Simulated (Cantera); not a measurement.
Silicon oxide and oxynitride deposition: TEOS + O₂ + N₂ + H₂O

A closed system holds: 1 mol TEOS, 0.7 mol O₂, 1.5 mol N₂, 1 mol H₂O, equilibrated at 0.135 Torr.

Equilibrium computed with Cantera from the NASA thermochemical tables; the gas is ideal and each condensed phase is pure. Candidate condensed phases: C, C₆H₆, C₇H₈, C₈H₁₈, H₂O, Si, SiC, SiO₂, Si₂N₂O, Si₃N₄; 151 gas species. The feed counts by its element totals alone. N₂ is the only nitrogen source here; it is nearly inert below about 1500 K, so the nitride shown seldom forms there in practice. The numbers say what is thermodynamically allowed, not how fast it happens.

```json
[
 {"T (K)": "673", "log p H₂": "-3.91", "log p CO": "-4.57", "log p N₂": "-4.76", "log p CO₂": "-5.01", "log p H₂O": "-5.44", "log p CH₄": "-6.64", "log p SiO": "<-15", "n C(graphite)": "4.75", "n SiO₂(α-quartz)": "1.00", "n SiO₂(β-quartz)": "0", "n Si₂N₂O(s)": "0", "n SiC(s)": "0"},
 {"T (K)": "723", "log p H₂": "-3.93", "log p CO": "-4.38", "log p N₂": "-4.79", "log p CO₂": "-5.57", "log p H₂O": "-6.00", "log p CH₄": "-7.13", "log p SiO": "<-15", "n C(graphite)": "3.93", "n SiO₂(α-quartz)": "1.00", "n SiO₂(β-quartz)": "0", "n Si₂N₂O(s)": "0", "n SiC(s)": "0"},
 {"T (K)": "773", "log p H₂": "-3.93", "log p CO": "-4.34", "log p N₂": "-4.79", "log p CO₂": "-6.29", "log p H₂O": "-6.59", "log p CH₄": "-7.54", "log p SiO": "<-15", "n C(graphite)": "3.67", "n SiO₂(α-quartz)": "1.00", "n SiO₂(β-quartz)": "0", "n Si₂N₂O(s)": "0", "n SiC(s)": "0"},
 {"T (K)": "823", "log p H₂": "-3.93", "log p CO": "-4.33", "log p N₂": "-4.80", "log p CO₂": "-6.98", "log p H₂O": "-7.14", "log p CH₄": "-7.89", "log p SiO": "<-15", "n C(graphite)": "3.62", "n SiO₂(α-quartz)": "1.00", "n SiO₂(β-quartz)": "0", "n Si₂N₂O(s)": "0", "n SiC(s)": "0"},
 {"T (K)": "873", "log p H₂": "-3.93", "log p CO": "-4.33", "log p N₂": "-4.80", "log p CO₂": "-7.60", "log p H₂O": "-7.63", "log p CH₄": "-8.21", "log p SiO": "<-15", "n C(graphite)": "3.60", "n SiO₂(α-quartz)": "0", "n SiO₂(β-quartz)": "1.00", "n Si₂N₂O(s)": "0", "n SiC(s)": "0"},
 {"T (K)": "923", "log p H₂": "-3.93", "log p CO": "-4.33", "log p N₂": "-4.80", "log p CO₂": "-8.16", "log p H₂O": "-8.07", "log p CH₄": "-8.50", "log p SiO": "<-15", "n C(graphite)": "3.60", "n SiO₂(α-quartz)": "0", "n SiO₂(β-quartz)": "1.00", "n Si₂N₂O(s)": "0", "n SiC(s)": "0"},
 {"T (K)": "973", "log p H₂": "-3.93", "log p CO": "-4.33", "log p N₂": "-4.80", "log p CO₂": "-8.66", "log p H₂O": "-8.47", "log p CH₄": "-8.75", "log p SiO": "-14.56", "n C(graphite)": "3.60", "n SiO₂(α-quartz)": "0", "n SiO₂(β-quartz)": "1.00", "n Si₂N₂O(s)": "0", "n SiC(s)": "0"},
 {"T (K)": "1023", "log p H₂": "-3.93", "log p CO": "-4.33", "log p N₂": "-4.80", "log p CO₂": "-9.10", "log p H₂O": "-8.82", "log p CH₄": "-8.99", "log p SiO": "-12.75", "n C(graphite)": "3.60", "n SiO₂(α-quartz)": "0", "n SiO₂(β-quartz)": "1.00", "n Si₂N₂O(s)": "0", "n SiC(s)": "0"},
 {"T (K)": "1073", "log p H₂": "-3.93", "log p CO": "-4.33", "log p N₂": "-4.80", "log p CO₂": "-9.51", "log p H₂O": "-9.15", "log p CH₄": "-9.20", "log p SiO": "-11.12", "n C(graphite)": "3.60", "n SiO₂(α-quartz)": "0", "n SiO₂(β-quartz)": "1.000", "n Si₂N₂O(s)": "0", "n SiC(s)": "0"},
 {"T (K)": "1123", "log p H₂": "-3.96", "log p CO": "-4.23", "log p N₂": "-5.00", "log p CO₂": "-9.67", "log p H₂O": "-9.36", "log p CH₄": "-9.44", "log p SiO": "-9.97", "n C(graphite)": "2.10", "n SiO₂(α-quartz)": "0", "n SiO₂(β-quartz)": "0", "n Si₂N₂O(s)": "0.500", "n SiC(s)": "0"},
 {"T (K)": "1173", "log p H₂": "-3.96", "log p CO": "-4.23", "log p N₂": "-5.00", "log p CO₂": "-10.01", "log p H₂O": "-9.63", "log p CH₄": "-9.62", "log p SiO": "-9.14", "n C(graphite)": "2.10", "n SiO₂(α-quartz)": "0", "n SiO₂(β-quartz)": "0", "n Si₂N₂O(s)": "0.500", "n SiC(s)": "0"},
 {"T (K)": "1223", "log p H₂": "-3.96", "log p CO": "-4.23", "log p N₂": "-5.00", "log p CO₂": "-10.31", "log p H₂O": "-9.88", "log p CH₄": "-9.79", "log p SiO": "-8.38", "n C(graphite)": "2.10", "n SiO₂(α-quartz)": "0", "n SiO₂(β-quartz)": "0", "n Si₂N₂O(s)": "0.500", "n SiC(s)": "0"},
 {"T (K)": "1273", "log p H₂": "-3.96", "log p CO": "-4.23", "log p N₂": "-5.00", "log p CO₂": "-10.60", "log p H₂O": "-10.11", "log p CH₄": "-9.94", "log p SiO": "-7.68", "n C(graphite)": "2.10", "n SiO₂(α-quartz)": "0", "n SiO₂(β-quartz)": "0", "n Si₂N₂O(s)": "0.499", "n SiC(s)": "0"},
 {"T (K)": "1323", "log p H₂": "-3.98", "log p CO": "-4.22", "log p N₂": "-4.85", "log p CO₂": "-10.83", "log p H₂O": "-10.33", "log p CH₄": "-10.13", "log p SiO": "-7.29", "n C(graphite)": "0.610", "n SiO₂(α-quartz)": "0", "n SiO₂(β-quartz)": "0", "n Si₂N₂O(s)": "0", "n SiC(s)": "0.995"}
]
```
log p: log10 of the partial pressure in bar; n: condensed amount in mol.

From 673 K to 823 K the condensed part is C(graphite) + SiO₂(α-quartz). From 873 K to 1073 K the condensed part is C(graphite) + SiO₂(β-quartz). From 1123 K to 1273 K the condensed part is C(graphite) + Si₂N₂O(s). At 1323 K the condensed part is C(graphite) + SiC(s).
